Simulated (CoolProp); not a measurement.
Values from CoolProp's reference Helmholtz-energy equation of state, de Reuck 1990.

### Question
For fluorine, give the phase and the cp (kJ/(kg K)), Joule-Thomson coefficient (K/MPa) at 149.5 K and 118 kPa; 149.5 K and 1610 kPa.

### Answer
- 149.5 K and 118 kPa: gas; cp 0.779, Joule-Thomson coefficient 7.49
- 149.5 K and 1610 kPa: gas; cp 0.927, Joule-Thomson coefficient 7.42
